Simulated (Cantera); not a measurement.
Cantera run:

```python
import numpy as np
import cantera as ct

gas_names = """
    AL ALCL ALCL2 ALCL3 ALN AL2 AL2CL6 CL CL2 N N2
""".split()
cond_names = """
    AL(cr) AL(L) ALCL3(s) ALCL3(L) ALN(s)
""".split()


# ... load() reads the species with a 1 bar reference pressure and builds the phases ...
atoms = {
    'AlCl3': {'AL': 1, 'CL': 3},
    'N2': {'N': 2},
}
top_T = {'ALN(s)': 2750}  # K; cautious upper limits of use, not melting points


# ... equilibrate(T, P, feed) seeds the gas with the atoms and calls Mixture.equilibrate('TP', solver="vcs", rtol=1e-11, max_steps=5000) ...
results = []
feed = {'AlCl3': 1, 'N2': 0.99}  # mol
T = 1350  # K
P = 400  # Pa
mix = equilibrate(T, P, feed)
results.append((T, P, feed, dict(zip(mix.species_names, mix.species_moles))))
x = sorted(zip(gas.X, gas.species_names), reverse=True)
print(f"T = {T:g} K  P = {P:g} Pa  gas = {mix.phase_moles(0):.4g} mol")
print("   x: " + "  ".join(f"{s} {v:.3e}" for v, s in x if v > 0.0001))
print("   condensed (mol): " + ("  ".join(f"{mix.phase(i).name} {mix.phase_moles(i):.4g}"
      for i in range(1, mix.n_phases) if mix.phase_moles(i) > 1e-12) or "none"))
```

It prints:

```
T = 1350 K  P = 400 Pa  gas = 1.991 mol
   x: ALCL3 5.021e-01  N2 4.973e-01  CL 2.979e-04  ALCL2 2.948e-04
   condensed (mol): none
```

Equilibrium computed with Cantera from the NASA thermochemical tables; the gas is ideal and each condensed phase is pure. The tables' values for AlCl2 are old estimates; treat these amounts as uncertain.
